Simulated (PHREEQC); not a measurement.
A solution holds 0.0089 mol Cu(NO3)2, 8.4e-05 mol HCl and 0.18 mol H3BO3 per kg of water, at 20 °C. Closed to the air; pH follows from the charge balance.

Model: ion-association model, phreeqc.dat, run in PHREEQC.

Question: The ionic strength comes out as 0.0268 mol/kgw. What activity coefficients do H2BO3-, Cl-, H+, Cu+2, NO3- get?

Answer: H2BO3- 0.86, Cl- 0.85, H+ 0.88, Cu+2 0.56, NO3- 0.85.

This is a speciation only: nothing precipitates in the calculation.
